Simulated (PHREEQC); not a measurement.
Solution A (0.023 mol NH4HF2, 7e-05 mol (NH4)2SiF6, 5.2e-05 mol H3AsO4 and 0.0055 mol H2SO4 per kg of water) is mixed with solution B (2.1 mmol/kgw H2SeO3 and 43 mmol/kgw Na3PO4) at 50 °C; shares are by mass of water, 1 kg in all. The system is closed to oxygen. CO2 from the air is kept out. Solids allowed: SiO2(a), Mirabilite. Others were left out.

Equilibrium calculation in PHREEQC: ion-association model, wateq4f.dat.

```tsv
share of solution B	pH	SiF6-2 (mol/kgw)	SeO3-2 (mol/kgw)	H2AsO4- (mol/kgw)	SO4-2 (mol/kgw)	H4SiO4 (mol/kgw)	F- (mol/kgw)
0	2.93	7.00e-5	0	4.18e-5	0.00430	8.72e-11	0.0123
0.1	3.29	6.30e-5	1.83e-9	4.23e-5	0.00408	___	___
0.2	3.75	5.60e-5	1.26e-8	4.01e-5	0.00370	1.73e-9	0.0256
0.3	5.87	1.84e-8	2.83e-6	3.28e-5	0.00326	4.90e-5	0.0319
0.4	7.23	2.09e-14	8.37e-5	8.48e-6	0.00280	4.17e-5	0.0274
0.5	8.27	0	0.000584	8.28e-7	0.00235	3.25e-5	0.0227
0.6	9.82	0	0.00123	1.69e-8	0.00190	7.36e-6	0.0181
0.7	10.85	0	0.00147	5.93e-10	___	6.42e-7	0.0136
0.8	11.13	0	0.00168	1.30e-10	0.000934	2.15e-7	0.00901
0.9	11.29	0	0.00189	3.19e-11	0.000462	7.02e-8	0.00449
1	11.40	0	0.00210	0	0	0	0
```

Problem. What belongs in the gaps?

Solution. 
- 0.1, H4SiO4 (mol/kgw): 1.81e-10
- 0.1, F- (mol/kgw): 0.0187
- 0.7, SO4-2 (mol/kgw): 0.00142

H3PO4, which wateq4f.dat lacks, is added to it with the constant of phreeqc.dat. At this temperature some constants are extrapolated from 25 °C, and those without enthalpy data are left unchanged. SiF6-2 is the database's only silicon fluoride.
